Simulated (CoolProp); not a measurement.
CH2F2 (R32) along the isobar 61.3 bar: fugacity coefficient from the reference equation and from simpler models built on Tc = 351.3 K, pc = 57.83 bar, ω = 0.277; each cubic takes its own stable root.

Computed with CoolProp (reference Helmholtz-energy equation of state, Tillner-Roth 1997).

```csv
T (K),phase,reference
285.5,liquid,0.1793
295.5,liquid,0.2283
305.5,liquid,0.2841
315.4,liquid,0.3457
325.4,liquid,0.4135
335.4,liquid,0.4856
345.3,liquid,0.5594
355.3,supercritical,0.6288
365.3,supercritical,0.6690
375.2,supercritical,0.7007
385.2,supercritical,0.7282
395.1,supercritical,0.7520
405.1,supercritical,0.7734
415.1,supercritical,0.7925
425,supercritical,0.8095
435,supercritical,0.8251
```

Q: How far does each simpler model (van der Waals, Soave-Redlich-Kwong, Peng-Robinson) lie from the reference over these 16 states: mean and median of the absolute difference, and the worst?

A: 
- van der Waals: mean 23.9 %, median 7.5 %, worst +101.8 % at 285.5 K and 61.3 bar
- Soave-Redlich-Kwong: mean 5.7 %, median 4.8 %, worst +9.1 % at 295.5 K and 61.3 bar
- Peng-Robinson: mean 2.1 %, median 1.1 %, worst +5.0 % at 295.5 K and 61.3 bar
